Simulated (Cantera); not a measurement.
A closed system holds: 1 mol SiCl₄, 1.1 mol N₂, 19 mol H₂, held at 1475 °C and 0.00133 bar.

Equilibrium computed with Cantera from the NASA thermochemical tables; the gas is ideal and each condensed phase is pure. Candidate condensed phases: NH₄Cl, Si, Si₃N₄; 28 gas species. The tables' values for SiCl, SiCl₃ are old estimates; treat these amounts as uncertain. Gases not in the tables: Si₂H₆ and higher silanes. Kinetics and transport are ignored.

Base state: H₂ 0.804, HCl 0.0985, N₂ 0.0495, SiCl₂ 0.0402, H 0.00561, Si 0.00109, Cl 0.000530, SiCl 0.000521 (mole fractions); condensed: Si(l).

Q: What changes in the equilibrium state with this change: temperature from 1475 °C to 1050 °C?

A: 
| species | before | after |
|---|---|---|
| H₂ | 0.804 | 0.798 |
| HCl | 0.0985 | 0.167 |
| N₂ | 0.0495 | 0.0262 |
| SiCl₂ | 0.0402 | 0.00834 |
| Si | 0.00109 | 5.87e-9 |
| SiH | 4.76e-5 | 1.40e-9 |
| SiCl | 0.000521 | 1.60e-7 |
| SiH₂ | 1.65e-5 | 7.92e-9 |
| SiCl₄ | 4.71e-7 | 0.000175 |
| Si(l), mol | 0.0676 | 0 |
| Si₃N₄(s), mol | 0 | 0.268 |
N₂ is the only nitrogen source here; it is nearly inert below about 1500 K, so the nitride shown seldom forms there in practice. The tables' values for SiCl₃ are old estimates; treat these amounts as uncertain.
